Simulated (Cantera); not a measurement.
Input: 1 mol Ti, 4.4 mol H2, held at 10.0 Torr.

These are equilibrium values from Cantera (NASA tables, ideal gas, pure condensed phases), not measurements of a reactor. Candidate condensed phases: Ti; 3 gas species. Rates play no part.

Over these rows the condensed part is Ti(β). Partial pressures as log10 of bar:

```json
[
 {"T (K)": "1498", "1000/T (1/K)": "0.6676", "log p Ti": "-8.99", "log p H2": "-1.88"},
 {"T (K)": "1548", "1000/T (1/K)": "0.6460", "log p Ti": "-8.47", "log p H2": "-1.88"},
 {"T (K)": "1598", "1000/T (1/K)": "0.6258", "log p Ti": "-7.99", "log p H2": "-1.88"},
 {"T (K)": "1648", "1000/T (1/K)": "0.6068", "log p Ti": "?", "log p H2": "-1.88"},
 {"T (K)": "1698", "1000/T (1/K)": "0.5889", "log p Ti": "-7.11", "log p H2": "-1.88"},
 {"T (K)": "1748", "1000/T (1/K)": "0.5721", "log p Ti": "-6.70", "log p H2": "-1.88"}
]
```

Question: Fit log p(Ti) = a + b·(1000/T) to the five rows, give the apparent enthalpy, and predict the row at 1648 K.

Answer: Means: 1000/T = 0.6201, log p = -7.852. Sxy = -0.149294, Sxx = 0.0062370, so b = -23.94 and a = -7.852 − (-23.94)×0.6201 = 6.99.
Apparent enthalpy: −19.145 × (-23.94) = 458 kJ/mol. The condensed phases alone fix this pressure, through Ti(β) = Ti(g), so the slope is that reaction's ΔH° and the other gases don't enter. The five rows lie within 0.01 of the line.
Prediction at 1648 K: 6.99 + (-23.94)×0.6068 = -7.54. The computed value is -7.53, 0.01 from the line.
